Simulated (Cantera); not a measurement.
What does this Cantera script print?

```python
import numpy as np
import cantera as ct

gas_names = """
    C CH CH2 CH3 CH2OH CH3O CH4 CH3OH CO CO2 COOH C2 C2H CHCO,ketyl C2H2,acetylene C2H2,vinylidene
    CH2CO,ketene C2H3,vinyl CH3CO,acetyl C2H4 C2H4O,ethylen CH3CHO,ethanal CH3COOH (HCOOH)2 C2H5 C2H6
    CH3OCH3 C2H5OH C2O C3 C3H3,propargyl C3H4,allene C3H4,propyne C3H4,cyclo- C3H5,allyl C3H6,propylene
    C3H6,cyclo- C3H6O C3H7,n-propyl C3H7,i-propyl C3H8 C3H8O,1propanol C3H8O,2propanol C3O2 C4 C4H2
    C4H4,1,3-cyclo- C4H6,butadiene C4H6,2-butyne C4H6,cyclo- C4H8,1-butene C4H8,cis2-buten
    C4H8,tr2-butene C4H8,isobutene C4H8,cyclo- (CH3COOH)2 C4H9,n-butyl C4H9,i-butyl C4H9,s-butyl
    C4H9,t-butyl C4H10,isobutane C4H10,n-butane C5 C5H6,1,3cyclo- C5H8,cyclo- C5H10,1-pentene
    C5H10,cyclo- C5H11,pentyl C5H11,t-pentyl C5H12,n-pentane C5H12,i-pentane CH3C(CH3)2CH3 C6H2
    C6H5,phenyl C6H5O,phenoxy C6H6 C6H5OH,phenol C6H10,cyclo- C6H12,1-hexene C6H12,cyclo- C6H13,n-hexyl
    C7H7,benzyl C7H8 C7H8O,cresol C7H14,1-heptene C7H15,n-heptyl C7H16,n-heptane C8H8,styrene
    C8H10,ethylbenz C8H16,1-octene C8H17,n-octyl C8H18,isooctane C8H18,n-octane C9H19,n-nonyl
    C10H8,naphthale C10H21,n-decyl C12H9,o-bipheny C12H10,bipheny H HCO HO2 H2 HCHO,formaldehy HCOOH H2O
    H2O2 O OH O2 O3 Si SiC SiC2 SiC4H12 SiH SiH2 SiH3 SiH4 SiO SiO2 Si2 Si2C Si3
""".split()
cond_names = """
    C(gr) C6H6(L) C7H8(L) C8H18(L),n-octa H2O(s) H2O(L) Si(cr) Si(L) SiC(b) SiO2(Lqz) SiO2(hqz) SiO2(L)
""".split()


def load(file, names, dense=False):
    # The tables refer to 1 bar. Condensed volumes are neglected.
    table = {s.name: s for s in ct.Species.list_from_file(file)}
    out = []
    for n in names:
        d = dict(table[n].input_data)
        d["thermo"] = dict(d["thermo"], **{"reference-pressure": 1e5})
        if dense:
            d["equation-of-state"] = {"model": "constant-volume", "density": "1e6 g/cm^3"}
        out.append(ct.Species.from_dict(d))
    return out


gas = ct.Solution(thermo="ideal-gas", species=load("nasa_gas.yaml", gas_names))
cond = {s.name: ct.Solution(thermo="fixed-stoichiometry", species=[s], name=s.name)
        for s in load("nasa_condensed.yaml", cond_names, dense=True)}
atoms = {
    'SiC': {'Si': 1, 'C': 1},
    'H2O': {'H': 2, 'O': 1},
    'H2': {'H': 2},
}
top_T = {'C(gr)': 4500, 'SiC(b)': 3050}  # K; cautious upper limits of use, not melting points


def equilibrate(T, P, feed):
    n = {}
    for name, mol in feed.items():
        for a, k in atoms[name].items():
            n[a] = n.get(a, 0.0) + k * mol
    gas.TPX = T, P, n
    mass = sum(n.values()) * gas.mean_molecular_weight
    gas.equilibrate("TP")
    valid = [c for c in cond.values() if c.min_temp <= T <= top_T.get(c.name, c.max_temp)]
    mix = ct.Mixture([(gas, mass / gas.mean_molecular_weight)] + [(c, 0.0) for c in valid])
    mix.T, mix.P = T, P
    mix.equilibrate("TP", solver="vcs", rtol=1e-11, max_steps=5000)
    return mix


results = []
feed = {'SiC': 1, 'H2O': 0.08, 'H2': 11}  # mol
T = 1298  # K
P = 13332.2  # Pa
mix = equilibrate(T, P, feed)
results.append((T, P, feed, dict(zip(mix.species_names, mix.species_moles))))
x = sorted(zip(gas.X, gas.species_names), reverse=True)
print(f"T = {T:g} K  P = {P:g} Pa  gas = {mix.phase_moles(0):.4g} mol")
print("   x: " + "  ".join(f"{s} {v:.3e}" for v, s in x if v > 0.0001))
print("   condensed (mol): " + ("  ".join(f"{mix.phase(i).name} {mix.phase_moles(i):.4g}"
      for i in range(1, mix.n_phases) if mix.phase_moles(i) > 1e-12) or "none"))
```

Output:

```
T = 1298 K  P = 13332.2 Pa  gas = 11.09 mol
   x: H2 9.974e-01  CO 1.965e-03  CH4 6.573e-04
   condensed (mol): SiC(b) 0.9709  SiO2(hqz) 0.02906
```

These are equilibrium values from Cantera (NASA tables, ideal gas, pure condensed phases), not measurements of a reactor. Mutual solubility and eutectic melting of coexisting phases are not modelled. The tables hold silica as quartz up to 1696 K and as liquid above; real silica turns to tridymite and cristobalite and melts near 1996 K.
